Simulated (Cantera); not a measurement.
**Pyrogenic steam for wet oxidation**

A perfectly stirred reactor is fed with H2 : O2 : N2 = 0.91 : 1 : 7.4 (molar parts), at 0.510 bar; it is held at 1025 K, and followed from long to short residence time.

Model: GRI-Mech 3.0 (53 species, 325 reactions), integrated in Cantera. The temperature is held fixed by assumption; the heat of reaction is taken as removed at once.

```json
[
 {"τ (s)": "0.78", "x H2": "0.000878", "x O2": "0.0619", "x OH": "1.76e-5", "x O": "1.04e-5", "x H": "2.91e-6", "x NO": "1.36e-8"},
 {"τ (s)": "0.26", "x H2": "0.00146", "x O2": "0.0622", "x OH": "3.12e-5", "x O": "2.30e-5", "x H": "8.62e-6", "x NO": "1.66e-8"},
 {"τ (s)": "0.088", "x H2": "0.00239", "x O2": "0.0626", "x OH": "5.56e-5", "x O": "4.81e-5", "x H": "2.51e-5", "x NO": "2.65e-8"},
 {"τ (s)": "0.030", "x H2": "0.00389", "x O2": "0.0633", "x OH": "9.81e-5", "x O": "9.62e-5", "x H": "7.19e-5", "x NO": "4.76e-8"},
 {"τ (s)": "0.010", "x H2": "0.00645", "x O2": "0.0644", "x OH": "0.000172", "x O": "0.000187", "x H": "0.000208", "x NO": "8.68e-8"},
 {"τ (s)": "0.0033", "x H2": "0.0108", "x O2": "0.0664", "x OH": "0.000296", "x O": "0.000352", "x H": "0.000587", "x NO": "1.51e-7"},
 {"τ (s)": "0.0011", "x H2": "0.0180", "x O2": "0.0698", "x OH": "0.000482", "x O": "0.000629", "x H": "0.00155", "x NO": "2.36e-7"},
 {"τ (s)": "0.00038", "x H2": "0.0293", "x O2": "0.0753", "x OH": "0.000715", "x O": "0.00104", "x H": "0.00358", "x NO": "3.06e-7"}
]
```
x: mole fraction; the columns are a selection and need not sum to one.
